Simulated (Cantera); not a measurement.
Charge: 1 mol LiOH, 2 mol O2, held at 0.190 bar.

These are equilibrium values from Cantera (NASA tables, ideal gas, pure condensed phases), not measurements of a reactor. Candidate condensed phases: H2O, Li, LiH, LiOH, Li2O; 17 gas species. The numbers say what is thermodynamically allowed, not how fast it happens.

Task: Which condensed phases are stable at each of these points (T (K)): 1523, 1573, 1623, 1673, 1723, 1773, 1823, 1873, 1923, 1973?

Result: 
```tsv
T (K)	condensed phases	Li condensed (%)
1523	Li2O(s)	90.5
1573	Li2O(s)	85.6
1623	Li2O(s)	78.9
1673	Li2O(s)	70.5
1723	Li2O(s)	60.2
1773	Li2O(s)	48.6
1823	Li2O(s)	36.3
1873	Li2O(l)	25.2
1923	Li2O(l)	15.0
1973	Li2O(l)	4.3
```

From 1523 K to 1823 K the condensed part is Li2O(s). From 1873 K to 1973 K the condensed part is Li2O(l).
